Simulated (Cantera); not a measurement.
A perfectly stirred reactor is fed with 10.6 % CO, 2.45 % H2, 0.362 % CH4, 18.2 % O2, 68.3 % N2, equivalence ratio 0.40, at 1.60 bar; it is adiabatic with a 675 K inlet, and is followed from long to short residence time, starting on the burning branch (τ in s: 0.15, 0.066, 0.029, 0.013, 0.0055, 0.0024, 0.0011, 0.00046, 0.0002, 8.8e-05).

Computed with Cantera and GRI-Mech 3.0 (53 species, 325 reactions).

One state of this run: T (K) = 1675; x CO = 0.0124; x H2 = 0.000541; x CH4 = 8.42e-6; x CH2 = 1.75e-8; x H = 0.000746; x CH3 = 8.28e-7; x NO = 1.63e-5. x: mole fraction; the columns are a selection and need not sum to one.

Problem. Which value of τ (s) does it belong to?
A. 0.00046
B. 0.013
C. 8.8e-5
D. 0.0011

Solution. D, 0.0011
